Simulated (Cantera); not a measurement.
A perfectly stirred reactor is fed with NO : N₂ = 1 : 0.45 (molar parts), at 0.920 bar; it is held at 1750 K, and followed from long to short residence time.

Cantera simulation using GRI-Mech 3.0 (53 species, 325 reactions); the numbers are that mechanism's predictions, not measurements.

x: mole fraction; the columns are a selection and need not sum to one.

```csv
τ (s),x NO,x N₂O,x N₂,x O,x NO₂,x O₂
0.32,0.651,0.000169,0.329,1.29e-5,0.000589,0.0186
0.17,0.668,0.000177,0.321,1.07e-5,0.000493,0.0102
0.094,0.678,0.000180,0.316,9.24e-6,0.000425,0.00566
0.051,0.683,0.000178,0.314,?,?,?
0.028,0.686,0.000172,0.312,?,?,?
0.015,0.688,0.000160,0.311,6.73e-6,0.000300,0.000739
0.0081,0.688,0.000140,0.311,5.96e-6,0.000259,0.000323
0.0044,0.689,0.000115,0.311,4.98e-6,0.000207,0.000122
0.0024,0.689,8.56e-5,0.310,3.82e-6,0.000146,3.72e-5
0.0013,0.689,5.82e-5,0.310,2.68e-6,8.87e-5,9.00e-6
0.00069,0.690,3.59e-5,0.310,1.82e-6,4.72e-5,1.88e-6
```

### Question
Some entries are withheld; supply them.

### Answer

- 0.051, x O: 8.19e-6
- 0.051, x NO₂: 0.000374
- 0.051, x O₂: 0.00300
- 0.028, x O: 7.43e-6
- 0.028, x NO₂: 0.000336
- 0.028, x O₂: 0.00155
